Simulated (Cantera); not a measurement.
A closed system holds: 1 mol Cu2O, 240 mol H2, 3.1 mol H2O, at 19.0 Pa.

Cantera equilibrium calculation (NASA polynomials, part measured and part estimated; ideal gas, pure solids and liquids). Candidate condensed phases: Cu, CuO, Cu(OH)2, Cu2O, H2O; 12 gas species. The numbers say what is thermodynamically allowed, not how fast it happens.

Q: Which condensed phases are stable at each of these points (T (K)): 1073, 1173, 1273, 1373, 1473, 1573, 1673?

A: 
```csv
T (K),condensed phases,Cu condensed (%)
1073,Cu(s),100.0
1173,Cu(s),99.6
1273,Cu(s),94.7
1373,Cu(l),49.2
1473,gas only,0.0
1573,gas only,0.0
1673,gas only,0.0
```

From 1073 K to 1273 K the condensed part is Cu(s). At 1373 K the condensed part is Cu(l). From 1473 K to 1673 K nothing is condensed.
